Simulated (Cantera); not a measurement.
Feed: 1 mol Si3N4, 9.9 mol N2, at 0.0100 bar.

Equilibrium computed with Cantera from the NASA thermochemical tables; the gas is ideal and each condensed phase is pure. Candidate condensed phases: Si, Si3N4; 7 gas species. Rates play no part.

### Question
What share of the Si ends up in condensed phases as a function of T (K), at 1750, 1850, 1950, 2050, 2150, 2250, 2350, 2450, 2550, 2650?

### Answer
```
T (K)  Si condensed (%)        as
-----  ----------------  --------
1750              100.0  Si3N4(s)
1850               99.7     Si(l)
1950               98.9     Si(l)
2050               96.6     Si(l)
2150               90.0     Si(l)
2250               72.7     Si(l)
2350               27.1     Si(l)
2450                0.0         -
2550                0.0         -
2650                0.0         -
```
